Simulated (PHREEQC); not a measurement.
A solution holds 4.7 mol/kgw KOH, 0.99 mol/kgw NaHCO3 and 4.2 mol/kgw NaCl, at 23 °C. Closed to the air; pH follows from the charge balance.

The numbers come from PHREEQC with the Pitzer model, pitzer.dat.

No solid was allowed to form.

### Question
Estimate the pH.

### Answer
pH 15.29.

Saturation is exceeded, for instance for Sylvite; the values hold only as long as no solid forms. In brines, pH and single-ion activities rest on the MacInnes convention.
